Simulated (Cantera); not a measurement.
What does this Cantera script print?

```python
import numpy as np
import cantera as ct

gas_names = """
    H H2 P PH PH3 P2 P4
""".split()
cond_names = """
    P(cr) P(L)
""".split()


# ... load() reads the species with a 1 bar reference pressure and builds the phases ...
atoms = {
    'PH3': {'P': 1, 'H': 3},
    'H2': {'H': 2},
}
top_T = {}  # K; cautious upper limits of use, not melting points


# ... equilibrate(T, P, feed) seeds the gas with the atoms and calls Mixture.equilibrate('TP', solver="vcs", rtol=1e-11, max_steps=5000) ...
results = []
feed = {'PH3': 1, 'H2': 0.19}  # mol
P = 300000  # Pa
for T in [2498, 2548, 2598, 2648, 2698, 2748, 2798, 2848, 2898, 2948, 2998, 3048, 3098]:
    mix = equilibrate(T, P, feed)
    results.append((T, P, feed, dict(zip(mix.species_names, mix.species_moles))))
    x = sorted(zip(gas.X, gas.species_names), reverse=True)
    print(f"T = {T:g} K  P = {P:g} Pa  gas = {mix.phase_moles(0):.4g} mol")
    print("   x: " + "  ".join(f"{s} {v:.3e}" for v, s in x if v > 0.001))
    print("   condensed (mol): " + ("  ".join(f"{mix.phase(i).name} {mix.phase_moles(i):.4g}"
          for i in range(1, mix.n_phases) if mix.phase_moles(i) > 1e-12) or "none"))
```

Result:

```
T = 2498 K  P = 300000 Pa  gas = 2.206 mol
   x: H2 7.589e-01  P2 2.243e-01  H 1.253e-02  P 2.250e-03  PH 1.773e-03
   condensed (mol): none
T = 2548 K  P = 300000 Pa  gas = 2.21 mol
   x: H2 7.559e-01  P2 2.235e-01  H 1.552e-02  P 2.846e-03  PH 2.064e-03
   condensed (mol): none
T = 2598 K  P = 300000 Pa  gas = 2.215 mol
   x: H2 7.523e-01  P2 2.225e-01  H 1.907e-02  P 3.566e-03  PH 2.387e-03
   condensed (mol): none
T = 2648 K  P = 300000 Pa  gas = 2.22 mol
   x: H2 7.481e-01  P2 2.214e-01  H 2.322e-02  P 4.428e-03  PH 2.743e-03
   condensed (mol): none
T = 2698 K  P = 300000 Pa  gas = 2.227 mol
   x: H2 7.432e-01  P2 2.200e-01  H 2.807e-02  P 5.452e-03  PH 3.132e-03
   condensed (mol): none
T = 2748 K  P = 300000 Pa  gas = 2.235 mol
   x: H2 7.375e-01  P2 2.185e-01  H 3.367e-02  P 6.660e-03  PH 3.555e-03
   condensed (mol): none
T = 2798 K  P = 300000 Pa  gas = 2.244 mol
   x: H2 7.310e-01  P2 2.167e-01  H 4.011e-02  P 8.073e-03  PH 4.012e-03
   condensed (mol): none
T = 2848 K  P = 300000 Pa  gas = 2.254 mol
   x: H2 7.237e-01  P2 2.146e-01  H 4.745e-02  P 9.713e-03  PH 4.501e-03
   condensed (mol): none
T = 2898 K  P = 300000 Pa  gas = 2.266 mol
   x: H2 7.153e-01  P2 2.122e-01  H 5.576e-02  P 1.160e-02  PH 5.021e-03
   condensed (mol): none
T = 2948 K  P = 300000 Pa  gas = 2.28 mol
   x: H2 7.059e-01  P2 2.096e-01  H 6.511e-02  P 1.377e-02  PH 5.570e-03
   condensed (mol): none
T = 2998 K  P = 300000 Pa  gas = 2.295 mol
   x: H2 6.954e-01  P2 2.066e-01  H 7.556e-02  P 1.623e-02  PH 6.145e-03
   condensed (mol): none
T = 3048 K  P = 300000 Pa  gas = 2.313 mol
   x: H2 6.838e-01  P2 2.033e-01  H 8.716e-02  P 1.901e-02  PH 6.742e-03
   condensed (mol): none
T = 3098 K  P = 300000 Pa  gas = 2.332 mol
   x: H2 6.709e-01  P2 1.996e-01  H 9.995e-02  P 2.212e-02  PH 7.357e-03
   condensed (mol): none
```

These are equilibrium values from Cantera (NASA tables, ideal gas, pure condensed phases), not measurements of a reactor.
